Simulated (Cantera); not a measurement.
Feed: 1 mol toluene, 0.12 mol H2O, 49 mol H2, at 775 °C and 170 Pa.

Cantera equilibrium calculation (NASA polynomials, part measured and part estimated; ideal gas, pure solids and liquids). Candidate condensed phases: C, C6H6, C7H8, C8H18, H2O; 110 gas species. Equilibrium is a limit: real reactors are often held back by kinetics, nucleation or transport.

Base state: H2 0.998, CO 0.00225, CH4 9.88e-5 (mole fractions); condensed: C(graphite).

Task: What changes in the equilibrium state with this change: pressure from 170 Pa to 13300 Pa?

Result: 
```json
[
 {"species": "H2", "before": "0.998", "after": "0.990"},
 {"species": "CH4", "before": "9.88e-5", "after": "0.00763"},
 {"species": "CO", "before": "0.00225", "after": "0.00222"},
 {"species": "H2O", "before": "7.15e-7", "after": "5.47e-5"},
 {"species": "C(graphite), mol", "before": "6.87", "after": "6.48"}
]
```
